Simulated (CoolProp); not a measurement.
The fluid at 234.24 K and 0.0177 MPa (gas) is heated at constant pressure to 347.2 K. The same conditions are run with several fluids, on thermodynamics alone (safety and materials aside).

Computed with CoolProp (reference Helmholtz-energy equation of state of each fluid (sulfur dioxide: Gao 2016; propane: Lemmon 2009; dimethyl ether: Wu 2011; chlorine: Thol 2021; methane: Setzmann 1991)).

Q: Rank sulfur dioxide, propane, dimethyl ether, chlorine, methane by heat (kJ/kg), highest first.

A: methane (251), propane (185), dimethyl ether (160), sulfur dioxide (70.5), chlorine (54.0)

```tsv
fluid	final density (kg/m³)
sulfur dioxide	0.393
propane	0.271
dimethyl ether	0.283
chlorine	0.435
methane	0.0984
```
